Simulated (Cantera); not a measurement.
Charge: 1 mol Fe₂O₃, 4.2 mol CH₄, 1 mol N₂, held at 1598 K and 0.315 Torr.

Cantera equilibrium calculation (NASA polynomials, part measured and part estimated; ideal gas, pure solids and liquids). Candidate condensed phases: C, C₆H₆, C₇H₈, C₈H₁₈, Fe, Fe(CO)₅, FeO, Fe(OH)₂, Fe(OH)₃, Fe₂O₃, Fe₃O₄, H₂O; 140 gas species. Iron dissolves carbon and melts from about 1420 K in contact with it, which pure phases cannot show. Condensed phases not in the tables: cementite and carbon dissolved in iron. Rates play no part.

Base state: H₂ 0.674, CO 0.241, N₂ 0.0801, Fe 0.00252, H 0.00213, HCN 0.000470, C₂H₂ (acetylene) 1.81e-5, HNC 1.07e-5 (mole fractions); condensed: C(graphite) + Fe(γ).

### Question
What changes in the equilibrium state with this change: temperature from 1598 K to 2250 K?

### Answer
```csv
species,before,after
H₂,0.674,0.398
H,0.00213,0.229
CO,0.241,0.184
Fe,0.00252,0.123
N₂,0.0801,0.0585
C₂H,<1e-9,3.04e-5
C₃,<1e-9,1.55e-5
"C(graphite), mol",1.19,1.06
"Fe(γ), mol",1.97,0
```
